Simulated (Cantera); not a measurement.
Stirred combustor or abatement burner

A perfectly stirred reactor is fed with CH4 : C2H6 : O2 : N2 = 1 : 0.28 : 2.71 : 10.2 (molar parts), at 41000 Pa; it is adiabatic with a 500 K inlet, and is followed from long to short residence time, starting on the burning branch (τ in s: 0.091, 0.038, 0.016, 0.0065, 0.0027, 0.0011, 0.00047, 0.0002, 8.1e-05, 3.4e-05, 1.4e-05).

Cantera simulation using GRI-Mech 3.0 (53 species, 325 reactions); the numbers are that mechanism's predictions, not measurements.

```csv
τ (s),T (K),x CH4,x C2H6,x O2,x HO2,x C2H2
0.091,2271,3.57e-6,1.17e-7,0.00395,4.86e-7,4.68e-7
0.038,2240,6.62e-6,2.72e-7,0.00528,6.30e-7,7.92e-7
0.016,2197,1.22e-5,6.12e-7,0.00706,8.39e-7,1.22e-6
0.0065,2141,2.38e-5,1.40e-6,0.00924,1.15e-6,1.80e-6
0.0027,2082,4.86e-5,3.14e-6,0.0115,1.58e-6,2.65e-6
0.0011,2024,0.000108,7.35e-6,0.0140,2.25e-6,4.33e-6
0.00047,1972,0.000252,1.75e-5,0.0170,3.43e-6,8.24e-6
0.00020,1912,0.000695,4.84e-5,0.0226,7.17e-6,2.21e-5
8.1e-5,500,0.0705,0.0197,0.191,<1e-12,<1e-12
3.4e-5,500,0.0705,0.0197,0.191,<1e-12,<1e-12
1.4e-5,500,0.0705,0.0197,0.191,<1e-12,<1e-12
```
x: mole fraction; the columns are a selection and need not sum to one.
